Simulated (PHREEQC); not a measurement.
Brine: speciation

Make-up at 25 °C: 1.2 mol K2CO3 and 0.1 mol Na2SO4 per kg of water. Closed to the air; pH follows from the charge balance.

All values are PHREEQC results (Pitzer model, pitzer.dat), not measurements.

Each row changes one thing in this solution. No solid was allowed to form.

```csv
case,pH,ionic strength (mol/kgw),HCO3- (mol/kgw),CO2 (mol/kgw),SI of Arcanite (K2SO4),SI of Glaserite (NaK3(SO4)2)
as made,11.95,3.89,0.00729,6.80e-9,-0.36,-1.88
Na2SO4 from 0.1 to 0.02 mol/kgw,11.96,3.65,0.00732,7.23e-9,[?],-3.91
Na2SO4 from 0.1 to 0.2 mol/kgw,11.94,4.19,0.00726,6.30e-9,-0.10,-1.06
Na2SO4 from 0.1 to 0.05 mol/kgw,11.95,[?],0.00731,7.06e-9,-0.64,-2.74
diluted 2-fold with water,11.71,[?],0.00609,1.21e-8,-1.00,-3.10
```

Complete the blanks.


- Na2SO4 from 0.1 to 0.02 mol/kgw, SI of Arcanite (K2SO4): -1.02
- Na2SO4 from 0.1 to 0.05 mol/kgw, ionic strength (mol/kgw): 3.74
- diluted 2-fold with water, ionic strength (mol/kgw): 1.94

In brines, pH and single-ion activities rest on the MacInnes convention.
